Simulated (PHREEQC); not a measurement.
# Ultrapure water in contact with air or piping (model solution)

Model water analysis in mmol/kgw, 20 °C, pH 6.11, pe 9.4: Na 0.00026; K 0.000314; Ca 0.000553; Mg 0.000287; Cl 0.00121; S(6) 0.000279; Alkalinity (meq/kgw) 0.000501; B 1.89e-06.

Na is adjusted to close the charge balance.
Valence states are taken as typed.

Computed with PHREEQC (ion-association model, phreeqc.dat).

```yaml
ionic_strength: 4.17e-6 mol/kgw
```

```csv
species,molality,activity,log γ
CO2,2.37e-6,2.37e-6,0.000
HCO3-,1.27e-6,1.27e-6,-0.001
Cl-,1.21e-6,1.21e-6,-0.001
H+,7.78e-7,7.76e-7,-0.001
Ca+2,5.53e-7,5.48e-7,-0.004
K+,3.14e-7,3.13e-7,-0.001
Mg+2,2.87e-7,2.84e-7,-0.004
SO4-2,2.79e-7,2.76e-7,-0.004
Na+,2.75e-7,2.74e-7,-0.001
OH-,8.84e-9,8.82e-9,-0.001
H3BO3,1.89e-9,1.89e-9,0.000
```

Precipitation was switched off in this run. Species that the database lacks are ignored.
